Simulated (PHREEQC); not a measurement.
Dissolve 27 mmol/kgw KOH, 1.3 mmol/kgw KNO3 and 6.5 mmol/kgw CO2 at 25 °C. Closed to the air; pH follows from the charge balance.

The numbers come from PHREEQC with the ion-association model, phreeqc.dat.

Task: The ionic strength comes out as 0.0347 mol/kgw. What activity coefficients do HCO3-, NO3-, CO3-2, K+, OH- get?

Result: HCO3- 0.85, NO3- 0.83, CO3-2 0.52, K+ 0.84, OH- 0.84.

This is a speciation only: nothing precipitates in the calculation.
